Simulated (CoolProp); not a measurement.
A single-stage vapour-compression cycle with CH3F (R41): evaporating at 257.15 K (dew point), condensing at 307.15 K (bubble point), superheat 10 K, subcooling 0 K, compressor efficiency 0.7, no pressure losses. Each further row changes one setting.

The numbers come from the reference Helmholtz-energy equation of state, Lemmon 2006 in CoolProp. It is a short technical equation, of lower accuracy than the large ones.

```json
[
 {"case": "as stated", "cooling COP": "2.19", "pressure ratio": "3.65", "discharge temperature (K)": "381.3", "refrigerating effect (kJ/kg)": "249", "volumetric capacity (kJ/m³)": "5950"},
 {"case": "evaporating temperature 262.15 K", "cooling COP": "2.53", "pressure ratio": "3.15", "discharge temperature (K)": "372.8", "refrigerating effect (kJ/kg)": "249", "volumetric capacity (kJ/m³)": "6950"},
 {"case": "condensing temperature 302.15 K", "cooling COP": "2.62", "pressure ratio": "3.26", "discharge temperature (K)": "370.3", "refrigerating effect (kJ/kg)": "268", "volumetric capacity (kJ/m³)": "6410"},
 {"case": "subcooling 5 K", "cooling COP": "2.39", "pressure ratio": "3.65", "discharge temperature (K)": "381.3", "refrigerating effect (kJ/kg)": "271", "volumetric capacity (kJ/m³)": "6480"},
 {"case": "superheat 20 K", "cooling COP": "2.18", "pressure ratio": "3.65", "discharge temperature (K)": "395.7", "refrigerating effect (kJ/kg)": "264", "volumetric capacity (kJ/m³)": "5920"},
 {"case": "compressor efficiency 0.6", "cooling COP": "1.88", "pressure ratio": "3.65", "discharge temperature (K)": "392.7", "refrigerating effect (kJ/kg)": "249", "volumetric capacity (kJ/m³)": "5950"}
]
```
